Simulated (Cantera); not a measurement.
An isothermal, constant-pressure homogeneous reactor starts with CH4 : H2 = 0.025 : 1 (molar parts), at 2375 K and 0.128 atm. Integrator tolerance rtol = 1e-08.

Detailed kinetics in Cantera: GRI-Mech 3.0 (53 species, 325 reactions). GRI-Mech 3.0 stops at C3 and has no aromatics, soot or wall deposition, so with more carbon than oxygen in the feed, carbon stays in small species such as C2H2 where larger ones or solid carbon would form.

**Question.** What does this change do: 0.09 parts N2 added?

**Answer.** 
```json
[
 {"quantity": "x(CH4) at 200 s", "before": "3.03e-5 (gas-phase equilibrium 3.05e-5)", "after": "1.60e-5 (gas-phase equilibrium 1.58e-5)"},
 {"quantity": "x(H2) at 200 s", "before": "0.950 (gas-phase equilibrium 0.950)", "after": "0.875 (gas-phase equilibrium 0.875)"},
 {"quantity": "x(C2H4) at 200 s", "before": "1.66e-6 (gas-phase equilibrium 1.66e-6)", "after": "5.51e-7 (gas-phase equilibrium 5.24e-7)"},
 {"quantity": "x(CH2) at 200 s", "before": "1.41e-6 (gas-phase equilibrium 1.42e-6)", "after": "8.11e-7 (gas-phase equilibrium 7.99e-7)"},
 {"quantity": "x(C2H2) at 200 s", "before": "0.0116 (gas-phase equilibrium 0.0116)", "after": "0.00420 (gas-phase equilibrium 0.00399)"},
 {"quantity": "x(H) at 200 s", "before": "0.0384 (gas-phase equilibrium 0.0384)", "after": "0.0369 (gas-phase equilibrium 0.0369)"},
 {"quantity": "x(C2H6) at 200 s", "before": "2.72e-11 (gas-phase equilibrium 2.75e-11)", "after": "8.29e-12 (gas-phase equilibrium 8.03e-12)"}
]
```
